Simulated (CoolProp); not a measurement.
Properties of n-dodecane at several states (Tc = 658.1 K, pc = 1818 kPa, ω = 0.574).

Model: reference Helmholtz-energy equation of state, Lemmon 2004, in CoolProp. It is a short technical equation, of lower accuracy than the large ones.

| T (K) | p (kPa) | phase | density (kg/m³) | cp (kJ/(kg K)) | speed of sound (m/s) | Prandtl number |
|---|---|---|---|---|---|---|
| 501.4 | 80.1 | gas | 3.449 | 2.536 | 150.2 | 0.756 |
| 509.2 | 11.5 | gas | 0.4658 | 2.540 | 158.2 | 0.770 |
| 586.6 | 174 | gas | 6.478 | 2.837 | 160.5 | 0.739 |

Viscosity comes from a separate model (Huber 2004). Thermal conductivity comes from a separate model (Huber 2004).
